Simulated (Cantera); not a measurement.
Cantera run:

```python
import numpy as np
import cantera as ct

gas_names = """
    B BH BH2 BH3 BN B2 H H2 N NH NH2 NH3 N2 N2H2 N2H4
""".split()
cond_names = """
    B(b) B(L) BN(s)
""".split()


# ... load() reads the species with a 1 bar reference pressure and builds the phases ...
atoms = {
    'B2H6': {'B': 2, 'H': 6},
    'NH3': {'N': 1, 'H': 3},
    'H2': {'H': 2},
}
top_T = {'BN(s)': 3200}  # K; cautious upper limits of use, not melting points


# ... equilibrate(T, P, feed) seeds the gas with the atoms and calls Mixture.equilibrate('TP', solver="vcs", rtol=1e-11, max_steps=5000) ...
results = []
feed = {'B2H6': 1, 'NH3': 12, 'H2': 16}  # mol
T = 2250  # K
P = 46  # Pa
mix = equilibrate(T, P, feed)
results.append((T, P, feed, dict(zip(mix.species_names, mix.species_moles))))
x = sorted(zip(gas.X, gas.species_names), reverse=True)
print(f"T = {T:g} K  P = {P:g} Pa  gas = {mix.phase_moles(0):.4g} mol")
print("   x: " + "  ".join(f"{s} {v:.3e}" for v, s in x if v > 0.001))
print("   condensed (mol): " + ("  ".join(f"{mix.phase(i).name} {mix.phase_moles(i):.4g}"
      for i in range(1, mix.n_phases) if mix.phase_moles(i) > 1e-12) or "none"))
```

Result:

```
T = 2250 K  P = 46 Pa  gas = 50.34 mol
   x: H2 5.998e-01  H 2.682e-01  N2 1.192e-01  B 1.162e-02  BH2 1.001e-03
   condensed (mol): B(b) 1.352
```

These are equilibrium values from Cantera (NASA tables, ideal gas, pure condensed phases), not measurements of a reactor. The feed counts by its element totals alone. The tables' values for BH2 are old estimates; treat these amounts as uncertain.
